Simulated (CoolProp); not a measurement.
Saturation properties of propylene.

Model: reference Helmholtz-energy equation of state, Lemmon 2013, in CoolProp.

```csv
T (K),p (MPa),liquid density (kg/m³),vapour Z,liquid viscosity (µPa s),vapour viscosity (µPa s)
214.3,?,623.8,0.9755,223,6.04
226.1,0.1040,609.4,0.9633,194,6.37
237.8,0.1714,594.6,0.9478,171,6.70
249.5,0.2683,579.3,0.9287,?,?
261.3,0.4031,563.2,?,135,7.41
273,0.5815,?,0.8782,120,7.81
284.7,0.8125,528.5,0.8465,108,8.27
296.4,1.105,509.3,?,?,8.81
308.2,1.471,488.1,0.7669,86.3,?
```

Task: Some entries are withheld; supply them.

Result: 
- 214.3, p (MPa): 0.05897
- 249.5, liquid viscosity (µPa s): 152
- 249.5, vapour viscosity (µPa s): 7.04
- 261.3, vapour Z: 0.9055
- 273, liquid density (kg/m³): 546.3
- 296.4, vapour Z: 0.8097
- 296.4, liquid viscosity (µPa s): 96.6
- 308.2, vapour viscosity (µPa s): 9.47

It boils at 225.5 K under 1 atm.

Viscosity comes from a separate model (Huber 2003), an estimate that may be off by 10 % or more.
